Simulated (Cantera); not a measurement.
Mixture: 15.8 % CO, 9.18 % H2, 10.4 % O2, 64.6 % N2, at 1.10 bar, adiabatic and at constant volume. Ignition delay is the time to a rise of 400 K.

Cantera simulation using GRI-Mech 3.0 (53 species, 325 reactions); the numbers are that mechanism's predictions, not measurements. Where the delays flatten at high temperature, the 400 K rule measures the pace of heat release, not the induction time.

Problem. Predict: delay at 1175 K; delay at 1250 K; delay at 1325 K; delay at 1400 K; delay at 1475 K; delay at 1550 K.

Solution. 
```
Quantity          Result
---------------  -------
delay at 1175 K  86.3 µs
delay at 1250 K  61.3 µs
delay at 1325 K  47.6 µs
delay at 1400 K  39.7 µs
delay at 1475 K  35.1 µs
delay at 1550 K  32.6 µs
```
